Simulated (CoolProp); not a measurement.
Vapour-liquid equilibrium of nitrogen (1) + carbon monoxide (2) at 97.5 K; x and y are mole fractions of (1).

Computed with CoolProp (multi-fluid Helmholtz-energy mixture model, Span 2000 and Lemmon 2006; pair parameters Gernert 2013).

Task: Give the bubble pressure and the first vapour's composition at x = 0.25, 0.75, 0.85. Is there an azeotrope?

Result: x = 0.25: 507.6 kPa, y = 0.322; x = 0.75: 610.0 kPa, y = 0.798; x = 0.85: 627.5 kPa, y = 0.879. No azeotrope shows between x = 0.05 and 0.95.

The pair parameters rest on a limited set of measurements; away from them the model extrapolates.
